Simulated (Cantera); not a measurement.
**Hydrocarbon pyrolysis for carbon deposition**

A perfectly stirred reactor is fed with 47.6 % CH₄, 52.4 % H₂, at 1.50 bar; it is held at 1950 K, and followed from long to short residence time.

Cantera simulation using GRI-Mech 3.0 (53 species, 325 reactions); the numbers are that mechanism's predictions, not measurements. GRI-Mech 3.0 stops at C3 and has no aromatics, soot or wall deposition, so with more carbon than oxygen in the feed, carbon stays in small species such as C2H2 where larger ones or solid carbon would form.

| τ (s) | x CH₄ | x H₂ | x CH₂ | x C₂H₄ | x C₂H₆ | x H |
|---|---|---|---|---|---|---|
| 6.6 | 0.00963 | 0.831 | 2.55e-7 | 0.00174 | 1.42e-6 | 0.000859 |
| 2.4 | 0.0102 | 0.831 | 2.68e-7 | 0.00174 | 1.53e-6 | 0.000858 |
| 0.88 | 0.0115 | 0.830 | 2.99e-7 | 0.00174 | 1.82e-6 | 0.000856 |
| 0.32 | 0.0146 | 0.828 | 3.70e-7 | 0.00173 | 2.61e-6 | 0.000851 |
| 0.12 | 0.0205 | 0.824 | 5.02e-7 | 0.00172 | 4.67e-6 | 0.000842 |
| 0.043 | 0.0319 | 0.816 | 7.34e-7 | 0.00173 | 1.05e-5 | 0.000826 |
| 0.016 | 0.0507 | 0.804 | 1.07e-6 | 0.00180 | 2.52e-5 | 0.000802 |
| 0.0057 | 0.0825 | 0.782 | 1.57e-6 | 0.00208 | 6.43e-5 | 0.000766 |
| 0.0021 | 0.130 | 0.750 | 2.21e-6 | 0.00285 | 0.000154 | 0.000719 |
| 0.00075 | 0.200 | 0.703 | 3.01e-6 | 0.00463 | 0.000347 | 0.000658 |
x: mole fraction; the columns are a selection and need not sum to one.
